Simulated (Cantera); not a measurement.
## Adiabatic ignition

An adiabatic, constant-volume homogeneous reactor starts with H2 : O2 : N2 : H2O = 1 : 0.25 : 2.45 : 0.1 (molar parts), at 1748 K and 1.00 bar.

Detailed kinetics in Cantera: GRI-Mech 3.0 (53 species, 325 reactions).

```tsv
t (s)	T (K)	P (bar)	x H2	x O2	x H2O	x OH	x HO2	x N2O	x NO
1.00e-6	1748	1.000	0.263	0.0658	0.0263	1.88e-7	1.39e-6	2.97e-12	<1e-12
3.13e-6	1748	1.000	0.263	0.0658	0.0263	2.44e-6	4.14e-6	2.60e-11	<1e-12
9.83e-6	1761	1.01	0.241	0.0574	0.0408	0.00127	1.56e-5	2.75e-9	6.33e-9
3.08e-5	2081	1.17	0.112	0.00272	0.139	0.0107	1.31e-6	1.60e-8	1.47e-5
9.65e-5	2421	1.33	0.125	0.00109	0.150	0.00959	6.24e-7	1.98e-8	5.61e-5
0.000303	2647	1.44	0.133	0.000301	0.159	0.00608	2.45e-7	3.74e-8	0.000163
0.000949	2689	1.45	0.135	0.000194	0.161	0.00505	1.66e-7	4.53e-8	0.000384
0.00297	2687	1.45	0.135	0.000188	0.161	0.00498	1.62e-7	5.13e-8	0.000744
0.00932	2686	1.45	0.135	0.000186	0.160	0.00496	1.60e-7	5.42e-8	0.000866
0.0292	2686	1.45	0.135	0.000186	0.160	0.00496	1.60e-7	5.42e-8	0.000867
0.0916	2686	1.45	0.135	0.000186	0.160	0.00496	1.60e-7	5.42e-8	0.000867
0.287	2686	1.45	0.135	0.000186	0.160	0.00496	1.60e-7	5.42e-8	0.000867
0.900	2686	1.45	0.135	0.000186	0.160	0.00496	1.60e-7	5.42e-8	0.000867
```
x: mole fraction; the columns are a selection and need not sum to one.

| Item | Result |
|---|---|
| time of steepest temperature rise | 12.2 µs |
| temperature at 0.900 s | 2686 K |
| equilibrium temperature | 2686 K |
| x(H2) at 0.900 s | 0.135 (gas-phase equilibrium 0.135) |
| x(O2) at 0.900 s | 0.000186 (gas-phase equilibrium 0.000186) |
| x(H2O) at 0.900 s | 0.160 (gas-phase equilibrium 0.160) |
